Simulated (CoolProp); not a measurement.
Tetradecamethylhexasiloxane (MD4M) along the isobar 0.327 MPa: fugacity coefficient from the reference equation and from simpler models built on Tc = 653.2 K, pc = 0.8286 MPa, ω = 0.800; each cubic takes its own stable root.

Computed with CoolProp (reference Helmholtz-energy equation of state, Thol 2019).

```
T (K)   phase  reference  van der Waals  Redlich-Kwong  Soave-Redlich-Kwong
-----  ------  ---------  -------------  -------------  -------------------
244.8  liquid   1.342e-9       0.008602       4.063e-5             5.824e-9
259    liquid          …        0.01388      0.0001308                    …
273.3  liquid   1.152e-7        0.02135      0.0003635             2.933e-7
287.5  liquid          …        0.03134      0.0008833             1.470e-6
301.7  liquid   3.434e-6        0.04434       0.001930             6.149e-6
316    liquid   1.411e-5        0.06087       0.003873             2.221e-5
330.2  liquid   4.901e-5        0.08108       0.007165             6.954e-5
344.5  liquid  0.0001497         0.1055        0.01246            0.0001952
358.7  liquid  0.0004029         0.1342        0.02040            0.0004917
373    liquid  0.0009848         0.1676        0.03191                    …
387.2  liquid   0.002186         0.2055        0.04765             0.002428
401.5  liquid   0.004504         0.2484        0.06872                    …
415.7  liquid          …         0.2956        0.09563             0.009061
430    liquid    0.01554         0.3479              …              0.01609
```

**Question.** Some entries are withheld; supply them.

**Answer.** 
- 259, reference: 1.440e-8
- 259, Soave-Redlich-Kwong: 4.663e-8
- 287.5, reference: 7.010e-7
- 373, Soave-Redlich-Kwong: 0.001140
- 401.5, Soave-Redlich-Kwong: 0.004850
- 415.7, reference: 0.008610
- 430, Redlich-Kwong: 0.1295
